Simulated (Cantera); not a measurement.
An isothermal, constant-pressure homogeneous reactor starts with H2 : O2 = 0.012 : 1 (molar parts), equivalence ratio 0.0060, at 1048 K and 0.00790 bar.

Computed with Cantera and the H2/O2 subset of GRI-Mech 3.0, which has no nitrogen chemistry. Radical loss at walls, strong at low pressure, is not modelled.

x: mole fraction; the columns are a selection and need not sum to one.

| t (s) | x H2 | x O2 | x H2O | x H | x OH |
|---|---|---|---|---|---|
| 4.00e-6 | 0.0119 | 0.988 | <1e-12 | <1e-12 | <1e-12 |
| 1.24e-5 | 0.0119 | 0.988 | <1e-12 | 2.82e-12 | <1e-12 |
| 3.86e-5 | 0.0119 | 0.988 | <1e-12 | 8.10e-12 | <1e-12 |
| 0.000120 | 0.0119 | 0.988 | <1e-12 | 2.04e-11 | 8.02e-12 |
| 0.000372 | 0.0119 | 0.988 | 1.18e-11 | 4.21e-11 | 5.00e-11 |
| 0.00116 | 0.0119 | 0.988 | 1.96e-10 | 1.05e-10 | 2.58e-10 |
| 0.00359 | 0.0119 | 0.988 | 4.59e-9 | 8.39e-10 | 2.68e-9 |
| 0.0111 | 0.0119 | 0.988 | (withheld) | (withheld) | (withheld) |
| 0.0346 | 0.000259 | 0.979 | 0.0106 | 0.00116 | 0.000803 |
| 0.107 | 4.61e-5 | 0.981 | 0.0114 | 0.000478 | 0.000445 |
| 0.334 | 1.97e-5 | 0.985 | 0.0117 | 0.000133 | 0.000291 |
| 1.04 | 4.33e-6 | 0.987 | 0.0118 | 1.40e-5 | 0.000137 |
| 3.22 | 6.13e-7 | 0.988 | 0.0119 | 7.77e-7 | 5.25e-5 |
| 10.0 | 8.16e-8 | 0.988 | 0.0119 | 3.95e-8 | 1.95e-5 |

### Question
Fill in the missing entries.

### Answer

- 0.0111, x H2O: 2.22e-6
- 0.0111, x H: 3.25e-7
- 0.0111, x OH: 1.07e-6
